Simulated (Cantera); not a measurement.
Mixture: CO : H₂ : CH₄ : O₂ : N₂ : H₂O = 1 : 0.43 : 0.062 : 0.856 : 3.22 : 0.16 (molar parts), equivalence ratio 0.98, at 1.01 bar, adiabatic and at constant volume. Ignition delay is the time to a rise of 400 K.

Model: GRI-Mech 3.0 (53 species, 325 reactions), integrated in Cantera. Where the delays flatten at high temperature, the 400 K rule measures the pace of heat release, not the induction time.

What does this change do: pressure from 1.01 bar to 24.0 bar?


```
quantity          before     after
---------------  -------  --------
delay at 1300 K  52.6 µs   18.5 µs
delay at 1500 K  27.7 µs   2.22 µs
delay at 1700 K  20.1 µs  0.782 µs
delay at 1900 K  18.7 µs  0.434 µs
delay at 2100 K  21.7 µs  0.298 µs
```
The pressure lies above the range GRI-Mech 3.0 was tuned for (to about 10 atm).

What does this change do: pressure from 1.01 bar to 0.370 bar?


```csv
quantity,before,after
delay at 1300 K,52.6 µs,0.145 ms
delay at 1500 K,27.7 µs,88.5 µs
delay at 1700 K,20.1 µs,78.2 µs
delay at 1900 K,18.7 µs,95.3 µs
delay at 2100 K,21.7 µs,0.132 ms
```
